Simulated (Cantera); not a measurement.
Feed: 1 mol BF₃, a varied amount of H₂O, at 10.5 Torr.

Equilibrium computed with Cantera from the NASA thermochemical tables; the gas is ideal and each condensed phase is pure. Candidate condensed phases: B, B₂O₃, B₃O₃H₃, H₂O; 43 gas species. The tables' values for BF₂ are old estimates. Gases not in the tables: H₃BO₃. Kinetics and transport are ignored.

Stable condensed phases, one row left out:

```
T in K \ n(H₂O) in mol
         0.46 0.63 0.88  1.2  1.7  2.4  3.3  4.6  6.5    9   13   17
   2423     A    A    A    A    A    A    A    A    A    A    A    A
   2323     A    A    A    A    A    A    A    A    A    A    A    A
   2223     A    A    A    A    A    A    A    A    A    A    A    A
   2123     A    A    A    A    A    A    A    A    A    A    A    A
   2023     A    A    A    A    A    A    A    A    A    A    A    A
   1923     A    A    A    A    A    A    A    A    A    A    A    A
   1823     A    A    A    A    A    A    A    A    A    A    A    A
   1723     A    A    A    A    A    A    A    A    A    A    A    A
   1623     A    A    A    A    A    A    A    A    A    A    A    A
   1523     A    A    A    A    A    A    A    A    A    A    A    A
   1423     A    A    A    A    A    A    A    A    A    A    A    A
   1323     A    A    A    B    B    B    B    B    B    B    B    B
   1123     A    B    B    B    B    B    B    B    B    B    B    B
```

A: gas only; B: B₂O₃.

### Question
Give the row for 1223 K.

### Answer
0.46: gas only; 0.63: B₂O₃; 0.88: B₂O₃; 1.2: B₂O₃; 1.7: B₂O₃; 2.4: B₂O₃; 3.3: B₂O₃; 4.6: B₂O₃; 6.5: B₂O₃; 9: B₂O₃; 13: B₂O₃; 17: B₂O₃.
